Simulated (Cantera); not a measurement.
A perfectly stirred reactor is fed with N2O : N2 = 1 : 6.5 (molar parts), at 1.01 bar; it is held at 1523 K, and followed from long to short residence time.

Detailed kinetics in Cantera: GRI-Mech 3.0 (53 species, 325 reactions). GRI-Mech 3.0 was tuned for natural gas; its chemistry of N2O as a main component is partial and can be far from experiment. The temperature is held fixed by assumption; the heat of reaction is taken as removed at once.

| quantity | before | after |
|---|---|---|
| x(N2O) at τ = 7.30 s | 0.000432 | 0.00432 |
| x(O) at τ = 7.30 s | 8.17e-6 | 6.58e-5 |
| x(O2) at τ = 7.30 s | 0.0595 | 0.0471 |
| x(NO2) at τ = 7.30 s | 2.80e-5 | 1.07e-5 |
| x(N2) at τ = 7.30 s | 0.934 | 0.922 |
| x(N2O) at τ = 47.0 ms | 0.0335 | 0.109 |
| x(O) at τ = 47.0 ms | 5.47e-5 | 8.81e-5 |
| x(O2) at τ = 47.0 ms | 0.0372 | 0.00831 |
| x(NO2) at τ = 47.0 ms | 0.000116 | 1.94e-6 |
| x(N2) at τ = 47.0 ms | 0.910 | 0.876 |

**Question.** Which change was made?
(A) pressure from 1.01 bar to 0.0590 bar
(B) pressure from 1.01 bar to 0.0267 bar
(C) temperature 1523 to 1200 K
(D) temperature 1523 to 1325 K

**Answer.** A, pressure from 1.01 bar to 0.0590 bar
